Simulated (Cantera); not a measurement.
## TiO2 + Cl2 + O2 (oxide etching and cleaning by halides)

A closed system holds: 1 mol TiO2, 20 mol Cl2, 0.067 mol O2, at 13.3 mbar.

Method: chemical equilibrium by Gibbs-energy minimisation in Cantera with the NASA 1993 tables (ideal gas, pure condensed phases). Candidate condensed phases: Ti, TiCl2, TiCl3, TiCl4, TiO, TiO2, Ti2O3, Ti3O5, Ti4O7; 15 gas species. Condensed phases not in the tables: TiOCl. Kinetics and transport are ignored.

```tsv
T (K)	log p Cl2	log p Cl	log p O2	log p TiCl4	log p TiOCl2	log p TiCl3	log p O	n TiO2(rutile)
623	-1.88	-8.25	-4.35	-11.33	<-13	<-13	<-13	1.00
723	-1.88	-6.83	-4.35	-9.24	<-13	<-13	<-13	1.000
823	-1.88	-5.74	-4.35	-7.67	<-13	<-13	<-13	1.000
923	-1.88	-4.89	-4.35	-6.44	<-13	<-13	-13.08	0.999
1023	-1.88	-4.20	-4.32	-5.49	-12.48	-12.25	-11.67	0.995
1123	-1.89	-3.64	-4.22	-4.80	-10.76	-10.54	-10.47	0.976
1223	-1.90	-3.17	-4.05	-4.34	-9.39	-9.23	-9.42	0.929
1323	-1.94	-2.79	-3.87	-4.03	-8.26	-8.19	-8.51	0.849
1423	-2.01	-2.48	-3.73	-3.83	-7.33	-7.35	-7.74	0.745
1523	-2.14	-2.24	-3.66	-3.74	-6.57	-6.66	-7.09	0.648
1623	-2.35	-2.07	-3.69	-3.75	-5.94	-6.11	-6.56	0.608
1723	-2.62	-1.97	-3.79	-3.87	-5.45	-5.68	-6.14	0.652
1823	-2.94	-1.92	-3.94	-4.08	-5.06	-5.36	-5.79	0.735
1923	-3.27	-1.90	-4.08	-4.34	-4.75	-5.13	-5.48	0.797
```
log p: log10 of the partial pressure in bar; n: condensed amount in mol.

From 623 K to 1923 K the condensed part is TiO2(rutile).
